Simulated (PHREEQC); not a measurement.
3.3 g of hydrous ferric oxide (600 m²/g; 0.2 weak and 0.005 strong sites per Fe, Dzombak-Morel constants, diffuse double layer) in 1 kg of water with 0.05 mol/kgw of an inert sodium salt and 0.00081 mol CaCl2 and 8.8e-06 mol Na2HAsO4, at 25 °C; the pH is set by adding NaOH or the inert anion's acid. O2 is buffered at 0.21 atm. The system is closed to CO2. No solid was allowed to form.

Base run: PHREEQC, ion-association model, wateq4f.dat. Each further column changes one thing. The table gives Ca sorbed (%).

```
pH     base  no electrostatic term (-no_edl)  background salt from 0.05 to 0.005 mol/kgw  oxide from 3.3 to 16 g/kgw
----  -----  -------------------------------  ------------------------------------------  --------------------------
3       0.0                              0.0                                         0.0                         0.0
4.33    0.0                              0.8                                         0.0                         0.0
5       0.0                              3.3                                         0.0                         0.1
5.67    0.1                              9.7                                         0.0                         0.4
7       5.9                             21.9                                         5.9                        24.2
8.33   57.6                             54.9                                        65.2                        95.9
9      93.7                             73.6                                        96.3                        99.7
9.67   99.5                             79.2                                        99.8                       100.0
11    100.0                             78.9                                       100.0                       100.0
```

The database has no arsenate complexes of Ca. The oxide is taken as insoluble; below pH 4 it would dissolve.
